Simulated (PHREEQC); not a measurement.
Make-up at 25 °C: 0.0017 mol HF, 0.00037 mol NaF and 0.00063 mol H2SO4 per kg of water. Closed to the air; pH follows from the charge balance.

The numbers come from PHREEQC with the ion-association model, wateq4f.dat.

```tsv
quantity	before	after
pH	2.85	4.54
ionic strength (mol/kgw)	0.00244	3.87e-5
HF (mol/kgw)	0.00137	8.44e-7
F- (mol/kgw)	0.000678	1.99e-5
SO4-2 (mol/kgw)	0.000562	6.28e-6
HSO4- (mol/kgw)	6.66e-5	1.71e-8
SI of Mirabilite (Na2SO4:10H2O)	-9.14	-14.97
```

Problem. What was changed between the two runs?
(A) H2SO4 replaced by KHSO4 at the same molality
(B) diluted 100-fold with water
(C) H2SO4 replaced by (NH4)2SO4 at the same molality
(D) H2SO4 from 0.00063 to 0.000567 mol/kgw
(E) H2SO4 from 0.00063 to 0.000693 mol/kgw

Solution. B, diluted 100-fold with water

This is a speciation only: nothing precipitates in the calculation.
